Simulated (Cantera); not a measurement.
A perfectly stirred reactor is fed with 18.9 % N2O, 81.1 % N2, at 2670 Pa; it is held at 1275 K, and followed from long to short residence time.

Cantera simulation using GRI-Mech 3.0 (53 species, 325 reactions); the numbers are that mechanism's predictions, not measurements. GRI-Mech 3.0 was tuned for natural gas; its chemistry of N2O as a main component is partial and can be far from experiment. Radical loss at walls, strong at low pressure, is not modelled. The mechanism lacks the step 2 NO + O2 → 2 NO2, which can matter for NO2 below about 1400 K. The temperature is held fixed by assumption; the heat of reaction is taken as removed at once.

x: mole fraction; the columns are a selection and need not sum to one.

```csv
τ (s),x N2O,x N2,x NO2,x O2,x NO,x O
1.4,0.172,0.819,4.82e-7,?,0.00206,5.46e-6
0.28,0.185,0.813,7.15e-8,?,0.000443,5.45e-6
0.059,0.188,0.812,6.20e-9,?,9.36e-5,5.38e-6
0.012,0.189,0.811,2.88e-10,?,1.80e-5,5.07e-6
0.0026,0.189,0.811,9.01e-12,?,3.10e-6,4.03e-6
0.00054,0.189,0.811,<1e-12,?,3.22e-7,2.01e-6
0.00011,0.189,0.811,<1e-12,?,1.89e-8,5.80e-7
```

Question: What belongs in the gaps?

Answer: 
- 1.4, x O2: 0.00650
- 0.28, x O2: 0.00139
- 0.059, x O2: 0.000295
- 0.012, x O2: 5.67e-5
- 0.0026, x O2: 9.77e-6
- 0.00054, x O2: 1.01e-6
- 0.00011, x O2: 5.95e-8
